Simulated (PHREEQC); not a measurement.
A column of 0.2 m (40 cells, dispersivity 0.007 m, 3600 s a shift, diffusion coefficient 3e-10 m²/s) holds 0.059 eq of the database's cation exchanger X per kg of pore water, first in equilibrium with 0.029 mol/kgw MgCl2, 0.06 mol/kgw MgSO4 and 1e-05 mol/kgw HCl. It is flushed with 0.037 mol CdCl2 and 1e-05 mol HCl per kg of water, at 40 °C. Values are for the last cell. The system is closed to CO2. No solid was allowed to form.

The numbers come from PHREEQC with the ion-association model, phreeqc.dat.

```
pore volumes  Cd in solution (mol/kgw)  S in solution (mol/kgw)  Mg in solution (mol/kgw)  MgX2 on the exchanger (mol/kgw)
------------  ------------------------  -----------------------  ------------------------  -------------------------------
0                                    0                   0.0600                    0.0890                           0.0295
0.3875                         2.32e-7                   0.0600                    0.0890                           0.0295
0.7625                         0.00142                   0.0488                    0.0778                           0.0292
1.137                          0.00932                   0.0161                    0.0417                           0.0267
1.512                           0.0174                  0.00271                    0.0220                           0.0223
1.887                           0.0235                 0.000323                    0.0138                           0.0175
2.138                           0.0266                  7.04e-5                    0.0104                           0.0145
2.513                           0.0302                  6.50e-6                   0.00683                           0.0104
2.888                           0.0326                  5.57e-7                   0.00439                          0.00717
3.263                           0.0343                  4.57e-8                   0.00275                          0.00470
3.638                           0.0353                  3.63e-9                   0.00166                          0.00293
4.013                           0.0360                 2.84e-10                  0.000974                          0.00175
```

Away from 25 °C the constants follow the database's enthalpies or fits; those with neither stay at their 25 °C values.
